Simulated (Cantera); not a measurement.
Input: 1 mol SiO₂, 0.76 mol CH₄, 8.8 mol H₂, equilibrated at 1725 °C and 9.75 Torr.

Cantera equilibrium calculation (NASA polynomials, part measured and part estimated; ideal gas, pure solids and liquids). Candidate condensed phases: C, C₆H₆, C₇H₈, C₈H₁₈, H₂O, Si, SiC, SiO₂; 123 gas species. Kinetics and transport are ignored.

Base state: H₂ 0.823, SiO 0.0822, CO 0.0622, H₂O 0.0194, H 0.0128, CO₂ 0.000320, OH 2.99e-5 (mole fractions); condensed: gas only.

What changes in the equilibrium state with this change: pressure from 9.75 Torr to 0.240 Torr?


```tsv
species	before	after
H₂	0.823	0.763
SiO	0.0822	0.0795
H	0.0128	0.0784
H₂O	0.0194	0.0186
CO	0.0622	0.0601
O	3.40e-7	1.43e-5
OH	2.99e-5	0.000190
CO₂	0.000320	0.000320
```
